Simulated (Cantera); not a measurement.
Cantera with NASA thermochemical tables; ideal gases at 1 bar, condensed phases pure. Values are per mole of reaction as written; species without (g) are pure solids or liquids, kept so even where they would boil at 1 bar.

**Question.** Between 300 and 550 K, where is each reaction favourable under standard conditions?
- 10 H2O2(g) + 2 P2(g) ⇌ 10 H2O(g) + P4O10
- 2 NH3(g) + P2(g) + O2(g) ⇌ 2 PH3(g) + 2 NO(g)

**Answer.** 
- 10 H2O2(g) + 2 P2(g) ⇌ 10 H2O(g) + P4O10: ΔG° is -4153 kJ at 300 K and -3993 kJ at 550 K; it stays negative (K > 1). ΔH° is -4334 kJ and ΔS° -620 J/K at 550 K.
- 2 NH3(g) + P2(g) + O2(g) ⇌ 2 PH3(g) + 2 NO(g): ΔG° is 132 kJ at 300 K and 123 kJ at 550 K; it stays positive (K < 1). ΔH° is 142 kJ and ΔS° 35 J/K at 550 K.
